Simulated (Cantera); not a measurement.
What does this Cantera script print?

```python
import numpy as np
import cantera as ct

gas_names = """
    B BCL BCLF BCL2 BCL3 BF BF2 BF3 BH BHF2 BH2 BH3 BO BOCL BOF BOF2 BO2 B2 B2O B2O2 B2O3 B3O3CL3 B3O3F3
    B3O3H3 CL CLF CLF3 CLO CL2 F FO FO2 F2 F2O H HBO HBO2 HCL HF HOCL HOF HO2 H2 H2F2 H2O H2O2 H3B3O6
    H3F3 H4F4 H5F5 H6F6 H7F7 O OH O2 O3
""".split()
cond_names = """
    B(b) B(L) B2O3(L) B3O3H3(cr) H2O(s) H2O(L)
""".split()


def load(file, names, dense=False):
    # The tables refer to 1 bar. Condensed volumes are neglected.
    table = {s.name: s for s in ct.Species.list_from_file(file)}
    out = []
    for n in names:
        d = dict(table[n].input_data)
        d["thermo"] = dict(d["thermo"], **{"reference-pressure": 1e5})
        if dense:
            d["equation-of-state"] = {"model": "constant-volume", "density": "1e6 g/cm^3"}
        out.append(ct.Species.from_dict(d))
    return out


gas = ct.Solution(thermo="ideal-gas", species=load("nasa_gas.yaml", gas_names))
cond = {s.name: ct.Solution(thermo="fixed-stoichiometry", species=[s], name=s.name)
        for s in load("nasa_condensed.yaml", cond_names, dense=True)}
atoms = {
    'B2O3': {'B': 2, 'O': 3},
    'F2': {'F': 2},
    'HCl': {'H': 1, 'CL': 1},
}
top_T = {}  # K; cautious upper limits of use, not melting points


def equilibrate(T, P, feed):
    n = {}
    for name, mol in feed.items():
        for a, k in atoms[name].items():
            n[a] = n.get(a, 0.0) + k * mol
    gas.TPX = T, P, n
    mass = sum(n.values()) * gas.mean_molecular_weight
    gas.equilibrate("TP")
    valid = [c for c in cond.values() if c.min_temp <= T <= top_T.get(c.name, c.max_temp)]
    mix = ct.Mixture([(gas, mass / gas.mean_molecular_weight)] + [(c, 0.0) for c in valid])
    mix.T, mix.P = T, P
    mix.equilibrate("TP", solver="vcs", rtol=1e-11, max_steps=5000)
    return mix


results = []
feed = {'B2O3': 1, 'F2': 9.4, 'HCl': 1.4}  # mol
P = 7.6  # Pa
for T in [1098, 1198, 1298, 1398, 1498, 1598, 1698, 1798]:
    mix = equilibrate(T, P, feed)
    results.append((T, P, feed, dict(zip(mix.species_names, mix.species_moles))))

top = {s: max(r[3][s] / sum(r[3][g] for g in gas_names) for r in results) for s in gas_names}
cols = sorted((s for s in top if top[s] > 0.0001), key=lambda s: -top[s])[:7]
seen = [c for c in cond_names if any(r[3].get(c, 0) > 1e-12 for r in results)]
print("log10 of partial pressures in bar; condensed amounts in mol")
print(f"{'T/K':>10s}" + "".join(f"{s[:9]:>10s}" for s in cols + seen))
for T, P, feed, n in results:
    ng = sum(n[g] for g in gas_names)
    print(f"{T:10.4g}" + "".join(f"{np.log10(max(n[s] / ng * P / 1e5, 1e-99)):10.3f}" for s in cols)
          + "".join(f"{n.get(c, 0):10.4g}" for c in seen))
```

Result:

```
log10 of partial pressures in bar; condensed amounts in mol
       T/K         F       BF3        O2        HF       CLF        CL         O
      1098    -4.331    -5.031    -5.156    -5.186    -5.194    -6.960   -11.203
      1198    -4.327    -5.036    -5.161    -5.191    -5.269    -6.014   -10.200
      1298    -4.318    -5.051    -5.176    -5.206    -5.579    -5.465    -9.356
      1398    -4.312    -5.062    -5.187    -5.217    -6.133    -5.279    -8.631
      1498    -4.311    -5.065    -5.190    -5.220    -6.736    -5.235    -7.999
      1598    -4.311    -5.066    -5.192    -5.221    -7.293    -5.225    -7.445
      1698    -4.311    -5.066    -5.195    -5.221    -7.793    -5.223    -6.956
      1798    -4.311    -5.067    -5.202    -5.222    -8.240    -5.222    -6.524
```

Method: chemical equilibrium by Gibbs-energy minimisation in Cantera with the NASA 1993 tables (ideal gas, pure condensed phases).
